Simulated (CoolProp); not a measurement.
Vapour-liquid equilibrium of isopentane (1) + toluene (2) at 418.3 K; x and y are mole fractions of (1).

The numbers come from the multi-fluid Helmholtz-energy mixture model, Lemmon 2006 and Lemmon 2006; pair parameters Bell 2016 in CoolProp.

```json
[
 {"x": "0.05", "bubble pressure, mixture model (bar)": "3.248", "bubble pressure, Raoult's law (bar)": "3.200", "y, mixture model": "0.261", "y, Raoult's law": "0.269"},
 {"x": "0.125", "bubble pressure, mixture model (bar)": "4.452", "bubble pressure, Raoult's law (bar)": "4.305", "y, mixture model": "0.484", "y, Raoult's law": "0.499"},
 {"x": "0.2", "bubble pressure, mixture model (bar)": "5.661", "bubble pressure, Raoult's law (bar)": "5.410", "y, mixture model": "0.614", "y, Raoult's law": "0.636"},
 {"x": "0.275", "bubble pressure, mixture model (bar)": "6.848", "bubble pressure, Raoult's law (bar)": "6.515", "y, mixture model": "0.698", "y, Raoult's law": "0.726"},
 {"x": "0.35", "bubble pressure, mixture model (bar)": "7.994", "bubble pressure, Raoult's law (bar)": "7.620", "y, mixture model": "0.756", "y, Raoult's law": "0.790"},
 {"x": "0.425", "bubble pressure, mixture model (bar)": "9.091", "bubble pressure, Raoult's law (bar)": "8.725", "y, mixture model": "0.800", "y, Raoult's law": "0.838"},
 {"x": "0.5", "bubble pressure, mixture model (bar)": "10.14", "bubble pressure, Raoult's law (bar)": "9.830", "y, mixture model": "0.834", "y, Raoult's law": "0.875"},
 {"x": "0.575", "bubble pressure, mixture model (bar)": "11.15", "bubble pressure, Raoult's law (bar)": "10.93", "y, mixture model": "0.862", "y, Raoult's law": "0.904"},
 {"x": "0.65", "bubble pressure, mixture model (bar)": "12.13", "bubble pressure, Raoult's law (bar)": "12.04", "y, mixture model": "0.887", "y, Raoult's law": "0.928"},
 {"x": "0.725", "bubble pressure, mixture model (bar)": "13.12", "bubble pressure, Raoult's law (bar)": "13.14", "y, mixture model": "0.910", "y, Raoult's law": "0.948"},
 {"x": "0.8", "bubble pressure, mixture model (bar)": "14.13", "bubble pressure, Raoult's law (bar)": "14.25", "y, mixture model": "0.932", "y, Raoult's law": "0.965"},
 {"x": "0.875", "bubble pressure, mixture model (bar)": "15.20", "bubble pressure, Raoult's law (bar)": "15.35", "y, mixture model": "0.956", "y, Raoult's law": "0.980"},
 {"x": "0.95", "bubble pressure, mixture model (bar)": "16.35", "bubble pressure, Raoult's law (bar)": "16.46", "y, mixture model": "0.981", "y, Raoult's law": "0.993"}
]
```

The largest gap from Raoult's law is +5.1 % in bubble pressure, at x = 0.275. No azeotrope shows between x = 0.05 and 0.95.

Pair parameters are fitted to limited data, so mixtures are less certain than the pure fluids. The gap from Raoult's law changes sign with composition, which may be real or a fault of the pair parameters; it wasn't checked against measurements.
